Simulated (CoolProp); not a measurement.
Values from CoolProp's reference Helmholtz-energy equation of state, Platzer 1990. This equation is an older, rougher fit.

For c-C4F8 (RC318), give the phase and the viscosity (µPa s), Prandtl number at 205.85 °C and 1.01 bar.


- 205.85 °C and 1.01 bar: gas; viscosity 18.3, Prandtl number 0.756

Viscosity comes from a separate model (Huber 2003), an estimate that may be off by 10 % or more. Thermal conductivity comes from a separate model (Huber 2003), an estimate that may be off by 10 % or more.
